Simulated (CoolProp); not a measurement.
A Linde-Hampson liquefier for normal hydrogen: isothermal reversible compression at 300 K from 1 atm to 20 MPa, throttling to 1 atm, return gas leaving the recuperator 2 K below the feed. Each further row changes one setting.

Computed with CoolProp (reference Helmholtz-energy equation of state, Leachman 2009).

```json
[
 {"case": "as stated", "compression work (kJ/kg of gas)": "6690"},
 {"case": "high pressure 40 MPa", "compression work (kJ/kg of gas)": "7700"},
 {"case": "warm-end temperature 330 K", "compression work (kJ/kg of gas)": "7340"},
 {"case": "warm-end gap 7 K", "compression work (kJ/kg of gas)": "6690"}
]
```
